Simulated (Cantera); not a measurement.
Reactions in the system Ba-Br-O

Source: NASA polynomial tables (part measured, part estimated), evaluated in Cantera. Values are per mole of reaction as written; species without (g) are pure solids or liquids, kept so even where they would boil at 1 bar.

2 BaBr₂ + O₂(g) → 2 BaO + 2 Br₂(g)

```
T (K)  ΔH° (kJ)  ΔS° (J/K)  ΔG° (kJ)  log10 K
-----  --------  ---------  --------  -------
300       481.0      132.8     441.2   -76.82
598       476.2      121.7     403.4   -35.24
648       475.3      120.2     397.4   -32.03
698       474.3      118.7     391.4   -29.29
748       473.2      117.3     385.5   -26.92
798       472.1      115.8     379.7   -24.85
848       470.9      114.3     373.9   -23.03
```
